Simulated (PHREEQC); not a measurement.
3.4 g of hydrous ferric oxide (600 m²/g; 0.2 weak and 0.005 strong sites per Fe, Dzombak-Morel constants, diffuse double layer) in 1 kg of water with 0.05 mol/kgw of an inert sodium salt, at 25 °C; the pH is set by adding NaOH or the inert anion's acid. Oxygen is held at 0.21 atm. CO2 from the air is kept out. No solid was allowed to form.

Base run: PHREEQC, ion-association model, wateq4f.dat. Each further column changes one thing. The table gives surface charge σ (C/m²).

| pH | base | background salt from 0.05 to 0.005 mol/kgw | oxide from 3.4 to 17 g/kgw | 0.0089 mol/kgw NaH2PO4 added |
|---|---|---|---|---|
| 4 | 0.296 | 0.199 | 0.305 | 0.008 |
| 4.5 | 0.241 | 0.141 | 0.250 | 0.002 |
| 5 | 0.182 | 0.096 | 0.189 | -0.005 |
| 6 | 0.089 | 0.039 | 0.092 | -0.025 |
| 6.5 | 0.058 | 0.023 | 0.059 | -0.038 |
| 7 | 0.034 | 0.013 | 0.035 | -0.051 |
| 7.5 | 0.017 | 0.006 | 0.017 | -0.062 |
| 8.5 | -0.010 | -0.004 | -0.010 | -0.080 |
| 9 | -0.026 | -0.009 | -0.026 | -0.092 |
| 9.5 | -0.047 | -0.018 | -0.047 | -0.106 |
| 10 | -0.074 | -0.031 | -0.076 | -0.122 |
| 11 | -0.160 | -0.085 | -0.165 | -0.186 |
| 11.5 | -0.218 | -0.138 | -0.226 | -0.244 |
| 12 | -0.283 | -0.222 | -0.291 | -0.305 |

 H3PO4, which wateq4f.dat lacks, is added to it with the constant of phreeqc.dat.
